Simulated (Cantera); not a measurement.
A closed system holds: 1 mol Si, 0.52 mol HCl, 10 mol H2, held at 0.720 bar.

Equilibrium computed with Cantera from the NASA thermochemical tables; the gas is ideal and each condensed phase is pure. Candidate condensed phases: Si; 19 gas species. The tables' values for SiCl3 are old estimates; treat these amounts as uncertain. Gases not in the tables: Si2H6 and higher silanes. Rates play no part.

log p: log10 of the partial pressure in bar; n: condensed amount in mol.

```
T (K)  log p H2  log p HCl  log p SiHCl3  log p SiCl4  log p SiCl2  n Si(s)  n Si(l)
-----  --------  ---------  ------------  -----------  -----------  -------  -------
523       -0.15      -5.74         -2.23        -2.35          ___    0.847        0
723       -0.15      -3.75         -2.26        -2.33          ___    0.848        0
923       -0.15      -2.64         -2.31        -2.35          ___    0.857        0
1123      -0.15      -1.97         -2.46        -2.51          ___    0.889        0
1323      -0.16      -1.64         -2.95        -3.13          ___    0.931        0
1523      -0.16      -1.57         -3.83        -4.29        -2.46    0.941        0
1723      -0.16      -1.56         -4.68        -5.39        -2.42        0    0.942
```

Q: Fill in the missing entries.

A: 
- 523, log p SiCl2: -11.91
- 723, log p SiCl2: -7.45
- 923, log p SiCl2: -4.97
- 1123, log p SiCl2: -3.46
- 1323, log p SiCl2: -2.68
